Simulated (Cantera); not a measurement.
A closed system holds: 1 mol CuF2, a varied amount of N2, at 1500 °C and 0.975 Torr.

Method: chemical equilibrium by Gibbs-energy minimisation in Cantera with the NASA 1993 tables (ideal gas, pure condensed phases). Candidate condensed phases: Cu, CuF2; 11 gas species. Equilibrium is a limit: real reactors are often held back by kinetics, nucleation or transport.

x: gas mole fraction; nothing condenses.

```csv
n(N2) (mol),x N2,x F,x CuF,x CuF2,x Cu
0.54,0.262,0.252,0.252,0.233,5.26e-5
1,0.391,0.218,0.218,0.174,5.26e-5
2,?,?,?,?,5.26e-5
3.9,0.698,0.123,0.123,0.0557,5.26e-5
7.5,0.809,0.0828,0.0827,0.0251,5.26e-5
15,0.890,0.0502,0.0501,0.00922,5.25e-5
28,0.936,0.0302,0.0301,0.00333,5.25e-5
54,0.965,0.0169,0.0168,0.00104,5.23e-5
100,0.981,?,?,?,5.21e-5
200,0.990,0.00492,0.00481,8.68e-5,5.16e-5
```

Q: What belongs in the gaps?

A: 
- 100, x F: 0.00953
- 100, x CuF: 0.00943
- 100, x CuF2: 0.000329
- 2, x N2: 0.553
- 2, x F: 0.170
- 2, x CuF: 0.170
- 2, x CuF2: 0.106
